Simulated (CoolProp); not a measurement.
Vapour-liquid equilibrium of chloromethane (R40) (1) + isobutene (2) at 2.49 MPa; x and y are mole fractions of (1).

Computed with CoolProp (multi-fluid Helmholtz-energy mixture model, Thol 2014 and Lemmon 2005; pair parameters Bell 2016).

Q: Give the bubble temperature and the first vapour's composition at x = 0.35, 0.8, 0.95. Is there an azeotrope?

A: x = 0.35: 375.6 K, y = 0.434; x = 0.8: 363.5 K, y = 0.845; x = 0.95: 360.3 K, y = 0.962. No azeotrope shows between x = 0.05 and 0.95.

Pair parameters are fitted to limited data, so mixtures are less certain than the pure fluids.
